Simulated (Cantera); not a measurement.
Thermodynamics of carbothermic reduction, feed PbO + CH4 + CO

Charge: 1 mol PbO, 1.1 mol CH4, 0.24 mol CO, at 1.00 bar.

Cantera equilibrium calculation (NASA polynomials, part measured and part estimated; ideal gas, pure solids and liquids). Candidate condensed phases: C, C6H6, C7H8, C8H18, H2O, Pb, PbO, PbO2, Pb3O4; 113 gas species. Kinetics and transport are ignored.

| T (°C) | log p H2 | log p CO | log p Pb | log p CH4 | log p H2O | log p H | log p CO2 | log p Pb2 | n C(graphite) | n Pb(l) |
|---|---|---|---|---|---|---|---|---|---|---|
| 1075 | -0.20 | -0.45 | -2.32 | -2.63 | -2.88 | -5.73 | -3.42 | -6.17 | 0.0978 | 0.984 |
| 1125 | -0.20 | -0.45 | -2.07 | -2.76 | -3.07 | -5.42 | -3.65 | -5.75 | 0.0977 | 0.971 |
| 1175 | -0.20 | -0.45 | -1.84 | -2.88 | -3.25 | -5.14 | -3.87 | -5.36 | 0.0978 | 0.949 |
| 1225 | -0.21 | -0.45 | -1.62 | -3.00 | -3.42 | -4.87 | -4.08 | -5.00 | 0.0980 | 0.915 |
| 1275 | -0.21 | -0.46 | -1.42 | -3.11 | -3.58 | -4.62 | -4.28 | -4.66 | 0.0983 | 0.862 |
| 1325 | -0.22 | -0.47 | -1.23 | -3.23 | -3.74 | -4.38 | -4.47 | -4.35 | 0.0985 | 0.782 |
| 1375 | -0.24 | -0.48 | -1.05 | -3.34 | -3.91 | -4.17 | -4.66 | -4.05 | 0.0986 | 0.660 |
| 1425 | -0.26 | -0.50 | -0.88 | -3.47 | -4.07 | -3.97 | -4.85 | -3.78 | 0.0987 | 0.476 |
| 1475 | -0.29 | -0.53 | -0.72 | -3.61 | -4.25 | -3.78 | -5.06 | -3.52 | 0.0987 | 0.191 |
| 1525 | -0.31 | -0.55 | -0.65 | -3.72 | -4.40 | -3.61 | -5.23 | -3.42 | 0.0986 | 0 |
| 1575 | -0.31 | -0.55 | -0.65 | -3.79 | -4.50 | -3.43 | -5.36 | -3.47 | 0.0983 | 0 |
| 1625 | -0.31 | -0.55 | -0.65 | -3.86 | -4.60 | -3.26 | -5.48 | -3.52 | 0.0978 | 0 |
| 1675 | -0.31 | -0.55 | -0.65 | -3.92 | -4.70 | -3.10 | -5.59 | -3.56 | 0.0972 | 0 |
| 1725 | -0.31 | -0.55 | -0.65 | -3.98 | -4.79 | -2.95 | -5.70 | -3.61 | 0.0963 | 0 |
log p: log10 of the partial pressure in bar; n: condensed amount in mol.

From 1075 °C to 1475 °C the condensed part is C(graphite) + Pb(l). From 1525 °C to 1725 °C the condensed part is C(graphite). The main Pb-bearing gas is Pb throughout.
